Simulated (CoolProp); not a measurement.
Vapour-liquid equilibrium of ethylene (1) + isobutane (2) at 254.1 K; x and y are mole fractions of (1).

The numbers come from the multi-fluid Helmholtz-energy mixture model, Smukala 2000 and Bücker 2006; pair parameters Bell 2016 in CoolProp.

| x | bubble pressure, mixture model (MPa) | bubble pressure, Raoult's law (MPa) | y, mixture model | y, Raoult's law |
|---|---|---|---|---|
| 0.05 | ? | 0.2012 | ? | 0.644 |
| 0.125 | ? | 0.3898 | ? | 0.831 |
| 0.2 | 0.4507 | 0.5785 | 0.848 | 0.896 |
| 0.275 | 0.6067 | 0.7671 | 0.892 | 0.929 |
| 0.35 | 0.7712 | 0.9558 | 0.920 | 0.949 |
| 0.425 | 0.9442 | 1.144 | 0.938 | 0.962 |
| 0.5 | 1.125 | 1.333 | 0.952 | 0.972 |
| 0.575 | 1.315 | 1.522 | 0.963 | 0.979 |
| 0.65 | 1.512 | 1.710 | 0.971 | 0.985 |
| 0.725 | 1.717 | 1.899 | ? | 0.989 |
| 0.8 | 1.932 | 2.088 | 0.984 | 0.993 |
| 0.875 | 2.158 | 2.276 | 0.990 | 0.996 |
| 0.95 | ? | 2.465 | 0.996 | 0.998 |

Task: What belongs in the gaps?

Result: 
- 0.05, bubble pressure, mixture model (MPa): 0.1638
- 0.05, y, mixture model: 0.548
- 0.125, bubble pressure, mixture model (MPa): 0.3031
- 0.125, y, mixture model: 0.764
- 0.725, y, mixture model: 0.978
- 0.95, bubble pressure, mixture model (MPa): 2.405

The largest gap from Raoult's law is -22.2 % in bubble pressure, at x = 0.125. No azeotrope shows between x = 0.05 and 0.95.

The pair parameters rest on a limited set of measurements; away from them the model extrapolates.
